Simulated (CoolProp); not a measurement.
Properties of 1,2-dichloroethane along the isotherm 390.8 K (Tc = 561.6 K, pc = 5226 kPa, ω = 0.269).

Model: reference Helmholtz-energy equation of state, Thol 2015, in CoolProp.

```json
[
 {"p (kPa)": "784", "phase": "liquid", "cp (kJ/(kg K))": "1.414", "cv (kJ/(kg K))": "0.9488", "expansivity (1/kK)": "1.587"},
 {"p (kPa)": "1570", "phase": "liquid", "cp (kJ/(kg K))": "1.411", "cv (kJ/(kg K))": "0.9485", "expansivity (1/kK)": "1.570"},
 {"p (kPa)": "2350", "phase": "liquid", "cp (kJ/(kg K))": "1.408", "cv (kJ/(kg K))": "0.9481", "expansivity (1/kK)": "1.554"},
 {"p (kPa)": "3140", "phase": "liquid", "cp (kJ/(kg K))": "1.406", "cv (kJ/(kg K))": "0.9478", "expansivity (1/kK)": "1.538"},
 {"p (kPa)": "3920", "phase": "liquid", "cp (kJ/(kg K))": "1.403", "cv (kJ/(kg K))": "0.9476", "expansivity (1/kK)": "1.523"},
 {"p (kPa)": "4700", "phase": "liquid", "cp (kJ/(kg K))": "1.401", "cv (kJ/(kg K))": "0.9473", "expansivity (1/kK)": "1.509"},
 {"p (kPa)": "5490", "phase": "liquid", "cp (kJ/(kg K))": "1.399", "cv (kJ/(kg K))": "0.9470", "expansivity (1/kK)": "1.494"},
 {"p (kPa)": "6270", "phase": "liquid", "cp (kJ/(kg K))": "1.397", "cv (kJ/(kg K))": "0.9468", "expansivity (1/kK)": "1.481"},
 {"p (kPa)": "7060", "phase": "liquid", "cp (kJ/(kg K))": "1.394", "cv (kJ/(kg K))": "0.9466", "expansivity (1/kK)": "1.467"},
 {"p (kPa)": "7840", "phase": "liquid", "cp (kJ/(kg K))": "1.392", "cv (kJ/(kg K))": "0.9464", "expansivity (1/kK)": "1.454"}
]
```
